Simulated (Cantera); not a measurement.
Cantera run, input and output.

```python
import numpy as np
import cantera as ct

gas = ct.Solution("gri30.yaml")
gas.TPX = 1650, 21000, {'C2H6': 1, 'N2': 2.2}
reactor = ct.IdealGasConstPressureReactor(gas, energy="off", clone=False)
net = ct.ReactorNet([reactor])
net.rtol, net.atol = 1e-08, 1e-18
show = ['C2H6', 'C2H4', 'HCN', 'CH4', 'C2H2']
times = np.geomspace(3e-05, 70, 10)

steps = ct.SolutionArray(gas, extra=["t"])
rows = []
print(f"{'t/s':>10s}{'T/K':>9s}{'P/Pa':>11s}" + "".join(f"{s:>11s}" for s in show))
for t in times:
    while net.time < t:
        t_next = net.step()
        steps.append(gas.state, t=t_next)
    rows.append([np.interp(t, steps.t, y) for y in (steps.T, steps.P, *steps(*show).X.T)])
    print(f"{t:10.3e}{rows[-1][0]:9.1f}{rows[-1][1]:11.4g}" + "".join(f"{x:11.3e}" for x in rows[-1][2:]))
rate = np.gradient(steps.T, steps.t)
print("integrator steps:", len(steps.t))
if steps.T.max() > steps.T[0] + 200:
    print(f"time of steepest temperature rise: {steps.t[rate.argmax()]:.4e} s")
gas.TPX = 1650, 21000, {'C2H6': 1, 'N2': 2.2}
gas.equilibrate("TP")
print(f"equilibrium (TP): T = {gas.T:.1f} K  " + "  ".join(f"{s} {gas[s].X[0]:.3e}" for s in show))
```

It prints:

```
       t/s      T/K       P/Pa       C2H6       C2H4        HCN        CH4       C2H2
 3.000e-05   1650.0    2.1e+04  2.210e-01  4.310e-02  9.459e-08  2.016e-02  1.165e-03
 1.530e-04   1650.0    2.1e+04  3.491e-02  1.232e-01  2.670e-07  8.968e-02  3.751e-02
 7.802e-04   1650.0    2.1e+04  5.193e-04  6.536e-02  3.060e-07  9.829e-02  1.083e-01
 3.979e-03   1650.0    2.1e+04  5.022e-05  2.172e-02  2.960e-07  9.269e-02  1.460e-01
 2.029e-02   1650.0    2.1e+04  4.488e-05  1.530e-03  2.943e-07  8.340e-02  1.652e-01
 1.035e-01   1650.0    2.1e+04  2.215e-05  1.168e-03  3.167e-07  5.677e-02  1.737e-01
 5.278e-01   1650.0    2.1e+04  3.116e-06  1.059e-03  3.999e-07  1.942e-02  1.854e-01
 2.691e+00   1650.0    2.1e+04  3.476e-07  1.088e-03  5.598e-07  5.196e-03  1.898e-01
 1.373e+01   1650.0    2.1e+04  2.661e-07  1.092e-03  1.014e-06  4.171e-03  1.901e-01
 7.000e+01   1650.0    2.1e+04  2.660e-07  1.092e-03  3.588e-06  4.170e-03  1.901e-01
integrator steps: 1709
equilibrium (TP): T = 1650.0 K  C2H6 1.829e-07  C2H4 7.487e-04  HCN 1.213e-01  CH4 3.462e-03  C2H2 1.300e-01
```

Cantera simulation using GRI-Mech 3.0 (53 species, 325 reactions); the numbers are that mechanism's predictions, not measurements. GRI-Mech 3.0 stops at C3 and has no aromatics, soot or wall deposition, so with more carbon than oxygen in the feed, carbon stays in small species such as C2H2 where larger ones or solid carbon would form.
